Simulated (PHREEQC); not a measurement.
Solution (25 °C): 0.12 mol ZnCl2 and 0.22 mol H2SO4 per kg of water. Closed to the air; pH follows from the charge balance.

The numbers come from PHREEQC with the ion-association model, wateq4f.dat.

| Item | Value |
|---|---|
| pH | 0.68 |
| ionic strength | 0.564 mol/kgw |
| activity of water | 0.986 |
| total alkalinity | -440 meq/kg |

```csv
species,molality,activity,log γ
H+,0.276,0.210,-0.119
Cl-,0.225,0.143,-0.197
HSO4-,0.164,0.108,-0.181
Zn+2,0.0817,0.0197,-0.618
SO4-2,0.0271,0.00530,-0.708
ZnSO4,0.0215,0.0245,0.056
ZnCl+,0.0118,0.00759,-0.193
```

No solid was allowed to form.
